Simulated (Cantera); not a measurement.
A perfectly stirred reactor is fed with H2 : O2 : N2 = 0.91 : 1 : 7.4 (molar parts), at 0.510 bar; it is held at 1025 K, and followed from long to short residence time.

Detailed kinetics in Cantera: GRI-Mech 3.0 (53 species, 325 reactions). The temperature is held fixed by assumption; the heat of reaction is taken as removed at once.

x: mole fraction; the columns are a selection and need not sum to one.

```tsv
τ (s)	x H2	x O2	x OH	x O	x H	x NO
0.78	0.000878	0.0619	1.76e-5	1.04e-5	2.91e-6	1.36e-8
0.26	[?]	0.0622	[?]	[?]	[?]	[?]
0.088	[?]	0.0626	[?]	[?]	[?]	[?]
0.030	0.00389	0.0633	9.81e-5	9.62e-5	7.19e-5	4.76e-8
0.010	0.00645	0.0644	0.000172	0.000187	0.000208	8.68e-8
0.0033	0.0108	0.0664	0.000296	0.000352	0.000587	1.51e-7
0.0011	0.0180	0.0698	0.000482	0.000629	0.00155	2.36e-7
0.00038	0.0293	0.0753	0.000715	0.00104	0.00358	3.06e-7
```

What belongs in the gaps?


- 0.26, x H2: 0.00146
- 0.26, x OH: 3.12e-5
- 0.26, x O: 2.30e-5
- 0.26, x H: 8.62e-6
- 0.26, x NO: 1.66e-8
- 0.088, x H2: 0.00239
- 0.088, x OH: 5.56e-5
- 0.088, x O: 4.81e-5
- 0.088, x H: 2.51e-5
- 0.088, x NO: 2.65e-8
